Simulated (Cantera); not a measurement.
A perfectly stirred reactor is fed with H₂ : O₂ = 0.11 : 1 (molar parts), equivalence ratio 0.055, at 20.0 Torr; it is held at 1250 K, and followed from long to short residence time.

Computed with Cantera and the H2/O2 subset of GRI-Mech 3.0, which has no nitrogen chemistry. Radical loss at walls, strong at low pressure, is not modelled. The temperature is held fixed by assumption; the heat of reaction is taken as removed at once.

**Question.** What does this change do: temperature 1250 to 900 K?

**Answer.** 
| quantity | before | after |
|---|---|---|
| x(H₂) at τ = 17.0 s | 3.01e-5 | 0.000327 |
| x(O₂) at τ = 17.0 s | 0.895 | 0.896 |
| x(OH) at τ = 17.0 s | 0.000499 | 5.19e-5 |
| x(O) at τ = 17.0 s | 0.000232 | 5.60e-5 |
| x(H₂O₂) at τ = 17.0 s | 6.28e-8 | 1.92e-7 |
| x(H₂) at τ = 0.100 s | 0.000747 | 0.00552 |
| x(O₂) at τ = 0.100 s | 0.888 | 0.895 |
| x(OH) at τ = 0.100 s | 0.00274 | 0.000467 |
| x(O) at τ = 0.100 s | 0.00671 | 0.00109 |
| x(H₂O₂) at τ = 0.100 s | 2.73e-7 | 6.50e-7 |
Below about 950 K walls govern HO2 and H2O2 in real vessels.

**Question.** What does this change do: O2 1 to 2.1 parts?

**Answer.** 
```tsv
quantity	before	after
x(H₂) at τ = 17.0 s	3.01e-5	1.73e-5
x(O₂) at τ = 17.0 s	0.895	0.949
x(OH) at τ = 17.0 s	0.000499	0.000353
x(O) at τ = 17.0 s	0.000232	0.000237
x(H₂O₂) at τ = 17.0 s	6.28e-8	3.45e-8
x(H₂) at τ = 0.100 s	0.000747	0.000390
x(O₂) at τ = 0.100 s	0.888	0.942
x(OH) at τ = 0.100 s	0.00274	0.00189
x(O) at τ = 0.100 s	0.00671	0.00641
x(H₂O₂) at τ = 0.100 s	2.73e-7	1.40e-7
```
